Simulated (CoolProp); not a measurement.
R236FA along the isotherm 400 K: Z from the reference equation and from simpler models built on Tc = 398.1 K, pc = 3.191 MPa, ω = 0.377; each cubic takes its own stable root.

Values from CoolProp's reference Helmholtz-energy equation of state, Pan 2012.

```
p (MPa)  phase  reference
-------  -----  ---------
0.123      gas     0.9867
0.245      gas     0.9733
0.368      gas     0.9595
0.491      gas     0.9455
0.614      gas     0.9312
0.736      gas     0.9167
0.859      gas     0.9018
0.982      gas     0.8866
1.1        gas     0.8716
1.23       gas     0.8546
1.35       gas     0.8384
1.47       gas     0.8218
1.6        gas     0.8032
```

Problem. How far does each simpler model (Pitzer virial, Redlich-Kwong, Soave-Redlich-Kwong) lie from the reference over these 13 states: mean and median of the absolute difference, and the worst?

Solution. 
- Pitzer virial: mean 0.9 %, median 0.6 %, worst +3.0 % at 400 K and 1.6 MPa
- Redlich-Kwong: mean 0.2 %, median 0.2 %, worst +0.6 % at 400 K and 1.6 MPa
- Soave-Redlich-Kwong: mean 0.3 %, median 0.3 %, worst +0.7 % at 400 K and 1.6 MPa
